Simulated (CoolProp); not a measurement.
Properties of ammonia along the isobar 1.01 bar.

The numbers come from the reference Helmholtz-energy equation of state, Gao 2020 in CoolProp.

| T (°C) | phase | cv (kJ/(kg K)) | conductivity (mW/(m K)) | fugacity coefficient |
|---|---|---|---|---|
| 14.75 | gas | 1.638 | 24.1 | 0.9880 |
| 21.55 | gas | 1.641 | 24.6 | 0.9891 |
| 28.35 | gas | 1.645 | 25.2 | 0.9901 |
| 35.25 | gas | 1.651 | 25.9 | 0.9909 |
| 42.05 | gas | 1.658 | 26.6 | 0.9916 |
| 48.85 | gas | 1.665 | 27.3 | 0.9923 |
| 55.65 | gas | 1.674 | 28.0 | 0.9929 |
| 62.45 | gas | 1.683 | 28.8 | 0.9934 |
| 69.25 | gas | 1.693 | 29.6 | 0.9939 |
| 76.15 | gas | 1.703 | 30.4 | 0.9943 |
| 82.95 | gas | 1.714 | 31.2 | 0.9947 |
| 89.75 | gas | 1.725 | 32.1 | 0.9951 |
| 96.55 | gas | 1.736 | 33.0 | 0.9954 |
| 103.35 | gas | 1.748 | 33.9 | 0.9957 |

Thermal conductivity comes from a separate model (Tufeu 1984).
